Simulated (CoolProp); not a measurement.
Vapour-liquid equilibrium of propane (1) + R114 (2) at 10.55 °C; x and y are mole fractions of (1).

Values from CoolProp's multi-fluid Helmholtz-energy mixture model, Lemmon 2009 and Platzer 1990; pair parameters Bell 2016. This equation is an older, rougher fit; its heat capacities, sound speeds and derivatives of the liquid may be far off and weren't checked against measurements.

```tsv
x	bubble pressure, mixture model (MPa)	bubble pressure, Raoult's law (MPa)	y, mixture model	y, Raoult's law
0.05	0.1688	0.1569	0.250	0.206
0.2	(withheld)	0.2342	0.580	0.552
0.35	0.3504	0.3115	0.722	0.726
0.5	(withheld)	0.3889	(withheld)	0.831
0.65	0.4893	0.4662	0.871	0.902
0.8	0.5549	0.5435	0.927	0.952
0.95	0.6229	0.6208	0.981	0.989
```

Complete the blanks.


- 0.2, bubble pressure, mixture model (MPa): 0.2678
- 0.5, bubble pressure, mixture model (MPa): 0.4225
- 0.5, y, mixture model: 0.807

The largest gap from Raoult's law is +14.3 % in bubble pressure, at x = 0.2. No azeotrope shows between x = 0.05 and 0.95.

Pair parameters are fitted to limited data, so mixtures are less certain than the pure fluids.
